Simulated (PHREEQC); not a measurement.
Consider water at 20 °C with 0.0076 mol H3PO4, 0.0079 mol NaOH and 0.004 mol KCl per kg of water. Closed to the air; pH follows from the charge balance.

All values are PHREEQC results (ion-association model, wateq4f.dat), not measurements.

```tsv
quantity	before	after
pH	5.69	5.57
ionic strength (mol/kgw)	0.0122	0.0122
H2PO4- (mol/kgw)	0.00729	0.00729
HPO4-2 (mol/kgw)	0.000300	0.000303
NaHPO4- (mol/kgw)	2.98e-6	2.88e-6
H3PO4 (mol/kgw)	1.85e-6	4.05e-6
```

Which change was made?
A) H3PO4 from 0.0076 to 0.076 mol/kgw
B) temperature from 20 to 50 °C
C) KCl left out
D) 0.002 mol/kgw Ca(OH)2 added
E) temperature from 20 to 70 °C

E, temperature from 20 to 70 °C

No solid was allowed to form. H3PO4, which wateq4f.dat lacks, is added to it with the constant of phreeqc.dat. At this temperature some constants are extrapolated from 25 °C, and those without enthalpy data are left unchanged.
